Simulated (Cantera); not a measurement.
A perfectly stirred reactor is fed with 8.29 % CH4, 19.3 % O2, 72.4 % N2, equivalence ratio 0.86, at 100000 Pa; it is adiabatic with a 625 K inlet, and is followed from long to short residence time, starting on the burning branch (τ in s: 0.072, 0.025, 0.0086, 0.003, 0.001, 0.00036, 0.00012, 4.3e-05, 1.5e-05).

Computed with Cantera and GRI-Mech 3.0 (53 species, 325 reactions).

x: mole fraction; the columns are a selection and need not sum to one.

```tsv
τ (s)	T (K)	x CH4	x O2	x HO2	x H	x NO	x CH2	x CO
0.072	2273	2.79e-6	0.0282	2.18e-6	0.000446	0.00209	1.01e-7	0.00540
0.025	2262	7.11e-6	0.0291	2.31e-6	0.000586	0.00111	2.60e-7	0.00637
0.0086	2234	1.66e-5	0.0305	?	0.000965	0.000557	6.03e-7	0.00850
0.0030	2182	3.61e-5	0.0326	?	0.00185	0.000279	1.20e-6	0.0120
0.0010	2104	8.24e-5	0.0356	?	0.00362	0.000135	2.24e-6	0.0168
0.00036	2017	0.000192	0.0392	?	0.00606	7.17e-5	3.95e-6	0.0218
0.00012	1911	0.000570	0.0450	?	0.00852	3.55e-5	8.07e-6	0.0292
4.3e-5	1759	0.00306	0.0621	?	0.00641	1.11e-5	2.55e-5	0.0448
1.5e-5	625	0.0828	0.193	<1e-12	<1e-12	<1e-12	<1e-12	<1e-12
```

**Question.** Complete the blanks.

**Answer.** 
- 0.0086, x HO2: 2.65e-6
- 0.0030, x HO2: 3.58e-6
- 0.0010, x HO2: 5.72e-6
- 0.00036, x HO2: 9.31e-6
- 0.00012, x HO2: 1.68e-5
- 4.3e-5, x HO2: 5.49e-5
